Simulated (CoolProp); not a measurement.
Ammonia along the isobar 7.95 MPa: fugacity coefficient from the reference equation and from simpler models built on Tc = 132.4 °C, pc = 11.36 MPa, ω = 0.256; each cubic takes its own stable root.

The numbers come from the reference Helmholtz-energy equation of state, Gao 2020 in CoolProp.

```tsv
T (°C)	phase	reference	Redlich-Kwong	Soave-Redlich-Kwong
85.85	liquid	0.4682	0.5544	0.4981
90.95	liquid	0.5090	[?]	0.5404
95.95	liquid	0.5504	0.6298	0.5830
101.05	liquid	0.5939	0.6682	[?]
106.05	liquid	0.6375	0.7056	0.6710
111.15	liquid	0.6828	[?]	0.7156
116.15	gas	0.7070	0.7382	0.7328
121.15	gas	0.7216	0.7484	0.7448
126.25	gas	0.7352	0.7581	0.7563
131.25	gas	0.7475	0.7671	0.7668
136.35	gas	0.7591	[?]	[?]
141.35	gas	0.7698	0.7838	0.7862
146.45	gas	0.7800	0.7916	0.7953
```

**Question.** Fill in the missing entries.

**Answer.** 
- 90.95, Redlich-Kwong: 0.5923
- 101.05, Soave-Redlich-Kwong: 0.6273
- 111.15, Redlich-Kwong: 0.7274
- 136.35, Redlich-Kwong: 0.7758
- 136.35, Soave-Redlich-Kwong: 0.7769

At some of these states Redlich-Kwong gives the other phase, because its saturation line lies elsewhere.
